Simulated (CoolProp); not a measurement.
Properties of o-xylene along the isotherm 620 K (Tc = 630.3 K, pc = 3.737 MPa, ω = 0.312).

The numbers come from the reference Helmholtz-energy equation of state, Zhou 2012 in CoolProp.

```
p (MPa)   phase  Joule-Thomson coefficient (K/MPa)  isothermal compressibility (1/MPa)  conductivity (mW/(m K))  fugacity coefficient
-------  ------  ---------------------------------  ----------------------------------  -----------------------  --------------------
0.118       gas                              7.394                               8.583                     43.5                0.9876
0.173       gas                              7.458                               5.890                     43.6                0.9818
0.255       gas                              7.557                               4.034                     43.7                0.9732
0.374       gas                              7.708                               2.789                     43.8                0.9608
0.549       gas                              7.946                               1.942                     43.9                0.9427
0.805       gas                              8.335                               1.372                     44.2                0.9164
1.18        gas                              9.016                              0.9937                     44.8                0.8784
1.73        gas                              10.36                              0.7606                     46.0                0.8233
2.55        gas                              13.97                              0.6995                     50.0                0.7414
3.74     liquid                              3.555                              0.1243                     76.3                0.5973
5.49     liquid                              1.339                             0.03739                     76.8                0.4382
8.05     liquid                             0.6518                             0.01918                     78.7                0.3303
11.8     liquid                             0.2966                             0.01144                     81.2                0.2586
17.3     liquid                            0.07906                            0.007302                     84.5                0.2137
25.5     liquid                           -0.06654                            0.004814                     88.8                0.1904
37.4     liquid                            -0.1649                            0.003262                     94.3                0.1893
```

Thermal conductivity comes from a separate model (Mylona 2014).
